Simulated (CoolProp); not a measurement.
Fluorine along the isobar 7.13 MPa: Z from the reference equation and from simpler models built on Tc = 144.4 K, pc = 5.240 MPa, ω = 0.045; each cubic takes its own stable root.

Computed with CoolProp (reference Helmholtz-energy equation of state, de Reuck 1990).

```csv
T (K),phase,reference,van der Waals,Redlich-Kwong,Soave-Redlich-Kwong,Peng-Robinson
77.7,liquid,0.2676,0.3861,0.2635,0.2656,0.2361
89.7,liquid,0.2440,0.3499,0.2414,0.2427,0.2154
101.8,liquid,0.2282,0.3251,0.2279,0.2285,0.2025
113.9,liquid,0.2189,0.3100,0.2222,0.2221,0.1968
126,liquid,0.2166,0.3044,0.2256,0.2250,___
138.1,liquid,0.2262,0.3125,0.2454,0.2447,0.2187
150.2,supercritical,0.2982,0.3585,0.3355,___,0.3131
162.3,supercritical,0.5944,0.5572,0.5920,0.6018,0.5694
174.4,supercritical,0.7165,0.6837,0.7100,0.7210,0.6885
186.5,supercritical,0.7885,0.7555,___,0.7926,0.7613
198.6,supercritical,0.8372,___,0.8285,0.8418,0.8121
210.6,supercritical,0.8720,0.8399,0.8634,0.8776,0.8494
222.7,supercritical,0.8983,___,0.8902,0.9049,0.8784
```

Complete the blanks.


- 126, Peng-Robinson: 0.1997
- 150.2, Soave-Redlich-Kwong: 0.3396
- 186.5, Redlich-Kwong: 0.7804
- 198.6, van der Waals: 0.8043
- 222.7, van der Waals: 0.8674
